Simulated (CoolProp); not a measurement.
Sulfur dioxide along the isobar 30.9 bar: fugacity coefficient from the reference equation and from simpler models built on Tc = 157.5 °C, pc = 78.87 bar, ω = 0.256; each cubic takes its own stable root.

Model: reference Helmholtz-energy equation of state, Gao 2016, in CoolProp.

| T (°C) | phase | reference |
|---|---|---|
| 69.15 | liquid | 0.4004 |
| 82.25 | liquid | 0.5244 |
| 95.25 | liquid | 0.6666 |
| 108.35 | gas | 0.7937 |
| 121.35 | gas | 0.8176 |
| 134.45 | gas | 0.8378 |
| 147.45 | gas | 0.8550 |
| 160.55 | gas | 0.8699 |
| 173.55 | gas | 0.8828 |
| 186.65 | gas | 0.8942 |
| 199.65 | gas | 0.9042 |
| 212.75 | gas | 0.9132 |
| 225.75 | gas | 0.9211 |
| 238.85 | gas | 0.9283 |
| 251.85 | gas | 0.9347 |

Q: How far does each simpler model (Redlich-Kwong, Peng-Robinson) lie from the reference over these 15 states: mean and median of the absolute difference, and the worst?

A: 
- Redlich-Kwong: mean 5.5 %, median 0.7 %, worst +30.5 % at 69.15 °C and 30.9 bar
- Peng-Robinson: mean 0.9 %, median 1.0 %, worst -1.2 % at 173.55 °C and 30.9 bar
